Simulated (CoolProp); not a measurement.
Properties of octamethylcyclotetrasiloxane (D4) at several states (Tc = 313.4 °C, pc = 13.47 bar, ω = 0.598).

The numbers come from the reference Helmholtz-energy equation of state, Thol 2015 in CoolProp.

```tsv
T (°C)	p (bar)	phase	density (kg/m³)	cp (kJ/(kg K))	cv (kJ/(kg K))	Joule-Thomson coefficient (K/MPa)	isothermal compressibility (1/MPa)
197.85	2.25	liquid	(withheld)	2.054	(withheld)	-0.009174	0.009777
41.75	5.06	liquid	932.4	1.698	(withheld)	(withheld)	0.001737
182.25	12.1	liquid	762.3	2.005	1.729	-0.1158	0.007068
88.85	1.55	liquid	876.9	1.791	1.506	(withheld)	0.002672
140.25	0.101	gas	0.8801	1.588	1.558	(withheld)	99.99
242.55	21.4	liquid	679.2	2.152	1.866	0.1688	0.01548
```

### Question
Complete the blanks.

### Answer

- 197.85, density (kg/m³): 733.6
- 197.85, cv (kJ/(kg K)): 1.767
- 41.75, cv (kJ/(kg K)): 1.406
- 41.75, Joule-Thomson coefficient (K/MPa): -0.3877
- 88.85, Joule-Thomson coefficient (K/MPa): -0.3237
- 140.25, Joule-Thomson coefficient (K/MPa): 25.94
